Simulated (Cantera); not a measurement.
A closed system holds: 1 mol HBr, 5.5 mol H2, 0.43 mol O2, held at 1225 K and 38.0 Pa.

Method: chemical equilibrium by Gibbs-energy minimisation in Cantera with the NASA 1993 tables (ideal gas, pure condensed phases). Kinetics and transport are ignored.

```csv
species,before,after
H2,0.714,0.542
H2O,0.132,0.304
HBr,0.153,0.153
H,1.35e-5,1.18e-5
Br,0.00104,0.00119
```
Gas species are given as mole fractions.

**Question.** Name the change that produced these shifts.
A) temperature from 1225 K to 2023 K
B) pressure from 38.0 Pa to 31.0 mbar
C) pressure from 38.0 Pa to 75.0 Pa
D) O2 from 0.43 to 0.99 mol

**Answer.** D, O2 from 0.43 to 0.99 mol
